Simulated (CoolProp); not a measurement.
Vapour-liquid equilibrium of trans-2-butene (1) + ethanol (2) at 125.35 °C; x and y are mole fractions of (1).

Model: multi-fluid Helmholtz-energy mixture model, Lemmon 2005 and Schroeder 2014; pair parameters Bell 2016, in CoolProp.

```json
[
 {"x": "0.05", "bubble pressure, mixture model (MPa)": "0.7645", "bubble pressure, Raoult's law (MPa)": "0.5970", "y, mixture model": "0.346", "y, Raoult's law": "0.202"},
 {"x": "0.15", "bubble pressure, mixture model (MPa)": "1.229", "bubble pressure, Raoult's law (MPa)": "0.7886", "y, mixture model": "0.604", "y, Raoult's law": "0.460"},
 {"x": "0.25", "bubble pressure, mixture model (MPa)": "1.574", "bubble pressure, Raoult's law (MPa)": "0.9803", "y, mixture model": "0.701", "y, Raoult's law": "0.617"},
 {"x": "0.35", "bubble pressure, mixture model (MPa)": "1.800", "bubble pressure, Raoult's law (MPa)": "1.172", "y, mixture model": "0.747", "y, Raoult's law": "0.722"},
 {"x": "0.45", "bubble pressure, mixture model (MPa)": "1.942", "bubble pressure, Raoult's law (MPa)": "1.363", "y, mixture model": "0.774", "y, Raoult's law": "0.798"},
 {"x": "0.55", "bubble pressure, mixture model (MPa)": "2.043", "bubble pressure, Raoult's law (MPa)": "1.555", "y, mixture model": "0.794", "y, Raoult's law": "0.855"},
 {"x": "0.65", "bubble pressure, mixture model (MPa)": "2.133", "bubble pressure, Raoult's law (MPa)": "1.747", "y, mixture model": "0.816", "y, Raoult's law": "0.900"},
 {"x": "0.75", "bubble pressure, mixture model (MPa)": "2.226", "bubble pressure, Raoult's law (MPa)": "1.938", "y, mixture model": "0.846", "y, Raoult's law": "0.935"},
 {"x": "0.85", "bubble pressure, mixture model (MPa)": "2.320", "bubble pressure, Raoult's law (MPa)": "2.130", "y, mixture model": "0.891", "y, Raoult's law": "0.965"},
 {"x": "0.95", "bubble pressure, mixture model (MPa)": "2.396", "bubble pressure, Raoult's law (MPa)": "2.322", "y, mixture model": "0.957", "y, Raoult's law": "0.989"}
]
```

The largest gap from Raoult's law is +60.6 % in bubble pressure, at x = 0.25. No azeotrope shows between x = 0.05 and 0.95.

The pair parameters rest on a limited set of measurements; away from them the model extrapolates. With so large a gap from Raoult's law the liquid may split in two, which this calculation doesn't test in full.
